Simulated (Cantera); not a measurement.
Input: 1 mol SiH₄, 0.36 mol HCl, 5.9 mol H₂, at 1.60 bar.

These are equilibrium values from Cantera (NASA tables, ideal gas, pure condensed phases), not measurements of a reactor. Candidate condensed phases: Si; 19 gas species. The tables' values for SiCl₃ are old estimates; treat these amounts as uncertain. The numbers say what is thermodynamically allowed, not how fast it happens. All values below are at 1050 K.

Base state: H₂ 0.982, HCl 0.00720, SiHCl₃ 0.00588, SiCl₄ 0.00416, SiH₂Cl₂ 0.000949, SiCl₃ 0.000151, SiCl₂ 9.88e-5, SiH₃Cl 3.98e-5 (mole fractions); condensed: Si(s).

### Question
What changes in the equilibrium state with this change: H₂ from 5.9 to 670 mol?

### Answer
```
species       before     after
----------  --------  --------
H₂             0.982     0.999
HCl          0.00720  0.000515
SiH₂Cl₂     0.000949   4.85e-6
SiHCl₃       0.00588   2.11e-6
SiCl₄        0.00416   1.05e-7
SiCl₃       0.000151   5.35e-8
SiCl₂        9.88e-5   4.96e-7
SiH₃Cl       3.98e-5   2.90e-6
Si(s), mol     0.908     0.992
```
